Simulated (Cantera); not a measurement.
What does this Cantera script print?

```python
import numpy as np
import cantera as ct

gas_names = """
    C CN CO CO2 C2 CCN CNC C2N2 C2O C3 C3O2 C4 C4N2 C5 N NCO NO NO2 NO3 N2 N2O O O2 O3 Si SiC SiC2 SiN
    SiO SiO2 Si2 Si2C Si2N Si3
""".split()
cond_names = """
    C(gr) Si(cr) Si(L) SiC(b) SiO2(Lqz) SiO2(hqz) SiO2(L) Si2N2O(s) Si3N4(a)
""".split()


# ... load() reads the species with a 1 bar reference pressure and builds the phases ...
atoms = {
    'SiC': {'Si': 1, 'C': 1},
    'O2': {'O': 2},
    'N2': {'N': 2},
}
top_T = {'C(gr)': 4500, 'SiC(b)': 3050, 'Si2N2O(s)': 2100, 'Si3N4(a)': 2400}  # K; cautious upper limits of use, not melting points


# ... equilibrate(T, P, feed) seeds the gas with the atoms and calls Mixture.equilibrate('TP', solver="vcs", rtol=1e-11, max_steps=5000) ...
results = []
feed = {'SiC': 1, 'O2': 1.5, 'N2': 71}  # mol
T = 1548.15  # K
P = 0.13  # Pa
mix = equilibrate(T, P, feed)
results.append((T, P, feed, dict(zip(mix.species_names, mix.species_moles))))
x = sorted(zip(gas.X, gas.species_names), reverse=True)
print(f"T = {T:g} K  P = {P:g} Pa  gas = {mix.phase_moles(0):.4g} mol")
print("   x: " + "  ".join(f"{s} {v:.3e}" for v, s in x if v > 0.0001))
print("   condensed (mol): " + ("  ".join(f"{mix.phase(i).name} {mix.phase_moles(i):.4g}"
      for i in range(1, mix.n_phases) if mix.phase_moles(i) > 1e-12) or "none"))
```

Output:

```
T = 1548.15 K  P = 0.13 Pa  gas = 72.31 mol
   x: N2 9.819e-01  CO 9.668e-03  SiO 4.228e-03  CO2 4.161e-03
   condensed (mol): SiO2(hqz) 0.6938
```

Cantera equilibrium calculation (NASA polynomials, part measured and part estimated; ideal gas, pure solids and liquids). The tables hold silica as quartz up to 1696 K and as liquid above; real silica turns to tridymite and cristobalite and melts near 1996 K.
